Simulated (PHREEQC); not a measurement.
Make-up at 20 °C: 0.013 mol/kgw KHCO3 and 0.026 mol/kgw Na2SO4. Closed to the air; pH follows from the charge balance.

Model: ion-association model, wateq4f.dat, run in PHREEQC.

This is a speciation only: nothing precipitates in the calculation.

Problem. Order these S species by the share of S that they hold, largest first: NaSO4-, KSO4-, SO4-2.

Solution. SO4-2 (89 %), NaSO4- (8.4 %), KSO4- (2.7 %)

The pH is 8.12 and the ionic strength 0.0851 mol/kgw.
